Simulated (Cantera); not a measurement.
Charge: 1 mol CuO, 12 mol CO, equilibrated at 2548 K and 0.590 bar.

These are equilibrium values from Cantera (NASA tables, ideal gas, pure condensed phases), not measurements of a reactor. Candidate condensed phases: C, Cu, CuO, Cu2O; 15 gas species. Kinetics and transport are ignored.

Base state: CO 0.846, CO2 0.0767, Cu 0.0764, Cu2 0.000258, O 0.000133, O2 3.11e-5, CuO 2.29e-5 (mole fractions); condensed: gas only.

Problem. What changes in the equilibrium state with this change: CuO replaced by Fe2O3?

Solution. 
| species | before | after |
|---|---|---|
| CO | 0.846 | 0.839 |
| CO2 | 0.0767 | 0.119 |
| Fe | 0 | 0.0395 |
| Cu | 0.0764 | 0 |
| FeO | 0 | 0.00196 |
| Cu2 | 0.000258 | 0 |
| CuO | 2.29e-5 | 0 |
| FeO(l), mol | 0 | 1.48 |
The tables' stoichiometric FeO is somewhat more stable than real wüstite, so its field is too wide. FeO: taken at fixed stoichiometry. Further candidate phases: Fe, Fe(CO)5, FeO, Fe2O3, Fe3O4.

Problem. What changes in the equilibrium state with this change: CuO replaced by PbO?

Solution. 
```
species    before     after
-------  --------  --------
CO          0.846     0.847
Pb              0    0.0760
CO2        0.0767    0.0758
Cu         0.0764         0
PbO             0  0.000936
Cu2      0.000258         0
CuO       2.29e-5         0
O2        3.11e-5   3.03e-5
```
Gases not in the tables: (PbO)n polymers. Further candidate phases: Pb, PbO, PbO2, Pb3O4.

Problem. What changes in the equilibrium state with this change: CO from 12 to 1.2 mol?

Solution. 
| species | before | after |
|---|---|---|
| CO2 | 0.0767 | 0.418 |
| Cu | 0.0764 | 0.384 |
| CO | 0.846 | 0.157 |
| O2 | 3.11e-5 | 0.0269 |
| CuO | 2.29e-5 | 0.00338 |
| O | 0.000133 | 0.00390 |
| Cu(l), mol | 0 | 0.165 |
